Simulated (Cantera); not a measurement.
Gas-phase reforming

A perfectly stirred reactor is fed with CH4 : H2O : H2 = 1 : 2.6 : 0.087 (molar parts), at 101000 Pa; it is held at 1998 K, and followed from long to short residence time.

Model: GRI-Mech 3.0 (53 species, 325 reactions), integrated in Cantera.

| τ (s) | x CH4 | x H2O | x H2 | x H | x OH | x CH2 |
|---|---|---|---|---|---|---|
| 15 | 0.000134 | 0.265 | 0.558 | 0.00119 | 5.60e-5 | 1.49e-8 |
| 6.6 | 0.000299 | 0.265 | 0.558 | 0.00118 | 5.58e-5 | 3.31e-8 |
| 2.9 | 0.000650 | 0.266 | 0.557 | 0.00118 | 5.58e-5 | 7.20e-8 |
| 1.3 | 0.00132 | 0.267 | 0.556 | 0.00117 | 5.61e-5 | 1.48e-7 |
| 0.56 | 0.00260 | 0.270 | 0.552 | 0.00117 | 5.69e-5 | 2.96e-7 |
| 0.24 | 0.00475 | 0.277 | 0.545 | 0.00116 | 5.88e-5 | 5.60e-7 |
| 0.11 | 0.00772 | 0.290 | 0.533 | 0.00115 | 6.21e-5 | 9.56e-7 |
| 0.047 | 0.0123 | 0.315 | 0.512 | 0.00112 | 6.87e-5 | 1.63e-6 |
| 0.021 | 0.0181 | 0.351 | 0.480 | 0.00109 | 7.86e-5 | 2.59e-6 |
| 0.0090 | 0.0261 | 0.401 | 0.436 | 0.00102 | 9.29e-5 | 4.04e-6 |
x: mole fraction; the columns are a selection and need not sum to one.
